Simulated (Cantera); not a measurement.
Feed: 1 mol C2H6, 0.12 mol NH3, 0.81 mol H2, equilibrated at 900 K and 0.00530 bar.

Cantera equilibrium calculation (NASA polynomials, part measured and part estimated; ideal gas, pure solids and liquids). Candidate condensed phases: C, C6H6, C7H8, C8H18; 92 gas species. Kinetics and transport are ignored.

Problem. What is the equilibrium state?

Solution. 
* **x(H2)**: 0.984
* **x(N2)**: 0.0148
* **x(CH4)**: 0.00160
* **n(C(graphite))**: 1.99 mol
* **gas amount**: 4.044 mol
